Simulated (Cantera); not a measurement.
Cantera run:

```python
import numpy as np
import cantera as ct

gas_names = """
    H H2 Si SiH SiH2 SiH3 SiH4 Si2 Si3
""".split()
cond_names = """
    Si(cr) Si(L)
""".split()


# ... load() reads the species with a 1 bar reference pressure and builds the phases ...
atoms = {
    'Si': {'Si': 1},
    'H2': {'H': 2},
}
top_T = {}  # K; cautious upper limits of use, not melting points


# ... equilibrate(T, P, feed) seeds the gas with the atoms and calls Mixture.equilibrate('TP', solver="vcs", rtol=1e-11, max_steps=5000) ...
results = []
feed = {'Si': 1, 'H2': 2.9}  # mol
T = 1150  # K
P = 440000  # Pa
mix = equilibrate(T, P, feed)
results.append((T, P, feed, dict(zip(mix.species_names, mix.species_moles))))
x = sorted(zip(gas.X, gas.species_names), reverse=True)
print(f"T = {T:g} K  P = {P:g} Pa  gas = {mix.phase_moles(0):.4g} mol")
print("   x: " + "  ".join(f"{s} {v:.3e}" for v, s in x if v > 1e-05))
print("   condensed (mol): " + ("  ".join(f"{mix.phase(i).name} {mix.phase_moles(i):.4g}"
      for i in range(1, mix.n_phases) if mix.phase_moles(i) > 1e-12) or "none"))
```

It prints:

```
T = 1150 K  P = 440000 Pa  gas = 2.9 mol
   x: H2 1.000e+00
   condensed (mol): Si(cr) 1
```

Cantera equilibrium calculation (NASA polynomials, part measured and part estimated; ideal gas, pure solids and liquids).
